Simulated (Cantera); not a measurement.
**Equilibrium for oxide etching and cleaning by halides: CaO + Cl2 + O2 + HCl**

Charge: 1 mol CaO, 8.2 mol Cl2, 0.38 mol O2, 4.9 mol HCl, equilibrated at 625 K and 750 Torr.

Equilibrium computed with Cantera from the NASA thermochemical tables; the gas is ideal and each condensed phase is pure. Candidate condensed phases: Ca, CaCl2, CaO, Ca(OH)2, H2O; 21 gas species. Condensed phases not in the tables: oxide chlorides. Rates play no part.

The x(Cl2) is 0.701, the x(HCl) is 0.170 and the x(H2O) is 0.115. The x(O2) comes out as 0.0143, the x(HOCl) is 1.01e-6 and the n(CaCl2(s)) is 1.00 mol. The gas amount is 12.28 mol. The log10 activity of Ca(OH)2(s) (absent) comes out as -10.61 and the log10 activity of Ca(s) (absent) is -58.09.
